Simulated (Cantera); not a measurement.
Input: 1 mol B2H6, 31 mol H2, 0.97 mol N2, at 2250 K and 87.0 Pa.

These are equilibrium values from Cantera (NASA tables, ideal gas, pure condensed phases), not measurements of a reactor. Candidate condensed phases: B, BN; 15 gas species. The feed counts by its element totals alone. The tables' values for BH2 are old estimates; treat these amounts as uncertain. Rates play no part.

Base state: H2 0.750, H 0.218, N2 0.0245, B 0.00614, BH2 0.00125, BH 0.000159, BN 1.74e-5 (mole fractions); condensed: B(s).

### Question
What changes in the equilibrium state with this change: pressure from 87.0 Pa to 0.133 bar?

### Answer
```csv
species,before,after
H2,0.750,0.954
N2,0.0245,0.0243
H,0.218,0.0199
B,0.00614,4.01e-5
BH2,0.00125,0.00159
BH3,1.21e-6,2.16e-5
BN,1.74e-5,1.40e-6
"B(s), mol",1.70,1.71
"BN(s), mol",0,0.231
```
Mutual solubility and eutectic melting of coexisting phases are not modelled. Gases not in the tables: B2H6 and higher boranes.

### Question
What changes in the equilibrium state with this change: pressure from 87.0 Pa to 41.0 mbar?

### Answer
```json
[
 {"species": "H2", "before": "0.750", "after": "0.936"},
 {"species": "H", "before": "0.218", "after": "0.0355"},
 {"species": "N2", "before": "0.0245", "after": "0.0272"},
 {"species": "B", "before": "0.00614", "after": "0.000130"},
 {"species": "BH2", "before": "0.00125", "after": "0.00156"},
 {"species": "BH3", "before": "1.21e-6", "after": "1.16e-5"},
 {"species": "BN", "before": "1.74e-5", "after": "2.67e-6"},
 {"species": "BH", "before": "0.000159", "after": "2.58e-5"},
 {"species": "B(s), mol", "before": "1.70", "after": "1.94"}
]
```
Gases not in the tables: B2H6 and higher boranes.
